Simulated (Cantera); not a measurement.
Charge: 1 mol Pb, 0.04 mol CO, 1.7 mol H₂, 0.058 mol O₂, equilibrated at 31.0 mbar.

Equilibrium computed with Cantera from the NASA thermochemical tables; the gas is ideal and each condensed phase is pure. Candidate condensed phases: C, C₆H₆, C₇H₈, C₈H₁₈, H₂O, Pb, PbO, PbO₂, Pb₃O₄; 113 gas species. Equilibrium is a limit: real reactors are often held back by kinetics, nucleation or transport.

log p: log10 of the partial pressure in bar; n: condensed amount in mol.

```
T (°C)  log p H₂  log p Pb  log p H₂O  log p CO  log p CH₄  log p CO₂  log p H  n Pb(l)
------  --------  --------  ---------  --------  ---------  ---------  -------  -------
500        -1.55     -7.64      -2.64     -3.52      -3.53      -3.90   -12.82    1.000
650        -1.55     -5.60      -2.70     -3.21      -5.59      -4.05   -10.39    1.000
800        -1.55         …      -2.70     -3.18          …          …        …    0.996
950        -1.56     -3.04      -2.70     -3.18      -8.73      -4.49    -7.30    0.948
1100       -1.65     -2.19      -2.79     -3.26     -10.05      -4.72    -6.30    0.546
1250       -1.75     -1.95      -2.89     -3.36          …          …        …        0
1400       -1.75     -1.95      -2.89     -3.35     -11.87      -5.01    -4.82        0
```

Q: What belongs in the gaps?

A: 
- 1250, log p CH₄: -11.18
- 1250, log p CO₂: -4.92
- 1250, log p H: -5.51
- 800, log p Pb: -4.14
- 800, log p CH₄: -7.36
- 800, log p CO₂: -4.29
- 800, log p H: -8.63
